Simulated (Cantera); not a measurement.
**Premixed flame**

A freely propagating, adiabatic, planar premixed flame of 16.9 % CH3OH, 16.9 % O2, 63.4 % N2, 2.87 % H2O, equivalence ratio 1.5, unburnt at 600 K and 1.00 bar; mixture-averaged transport, grid criteria slope 0.08 and curve 0.16, no radiation.

Computed with Cantera and GRI-Mech 3.0 (53 species, 325 reactions). GRI-Mech 3.0 was tuned for natural gas; its chemistry of methanol as a main component is partial and can be far from experiment. Burning velocities carry a grid error of a few per cent, more on coarse grids.

| z (mm) | T (K) | u (m/s) | x CH3OH | x O2 | x H2O | x CH2O | x C2H2 | x CH2CO |
|---|---|---|---|---|---|---|---|---|
| -0.706 | 600 | 1.41 | 0.168 | 0.168 | 0.0286 | 1.72e-6 | <1e-8 | <1e-8 |
| -0.471 | 605 | 1.43 | 0.166 | 0.166 | 0.0294 | 2.26e-5 | <1e-8 | <1e-8 |
| -0.353 | 618 | 1.48 | 0.164 | 0.163 | 0.0319 | 0.000117 | 2.18e-8 | 3.65e-8 |
| -0.235 | 695 | 1.70 | 0.155 | 0.154 | 0.0443 | 0.000914 | 1.65e-7 | 3.81e-7 |
| -0.118 | 1034 | 2.65 | 0.115 | 0.121 | 0.0934 | 0.00691 | 1.25e-6 | 4.00e-6 |
| -0.0588 | 1374 | 3.67 | 0.0632 | 0.0858 | 0.141 | 0.0140 | 2.92e-6 | 1.07e-5 |
| 0 | 1711 | 4.76 | 0.0110 | 0.0500 | 0.193 | 0.00900 | 5.88e-6 | 2.06e-5 |
| 0.0588 | 1841 | 5.18 | 0.000271 | 0.0278 | 0.221 | 0.000624 | 6.01e-6 | 7.31e-6 |
| 0.118 | 1880 | 5.28 | 1.93e-6 | 0.0144 | 0.234 | 1.49e-5 | 2.44e-6 | 8.05e-7 |
| 0.235 | 1921 | 5.36 | <1e-8 | 0.00456 | 0.239 | 2.64e-7 | 1.71e-7 | <1e-8 |
| 0.471 | 1963 | 5.44 | <1e-8 | 0.00186 | 0.238 | <1e-8 | <1e-8 | <1e-8 |
| 0.941 | 2007 | 5.55 | <1e-8 | 0.00113 | 0.239 | <1e-8 | <1e-8 | <1e-8 |
| 1.88 | 2052 | 5.65 | <1e-8 | 0.000612 | 0.242 | <1e-8 | <1e-8 | <1e-8 |
x: mole fraction of selected species; z is measured from the peak of heat release.

The laminar burning velocity is 140 cm/s. The thermal thickness comes out as 0.235 mm and the peak x(CH2O) is 0.0148. The peak x(C2H2) is 6.81e-6, the peak x(CH2CO) comes out as 2.06e-5 and the grid points is 137.
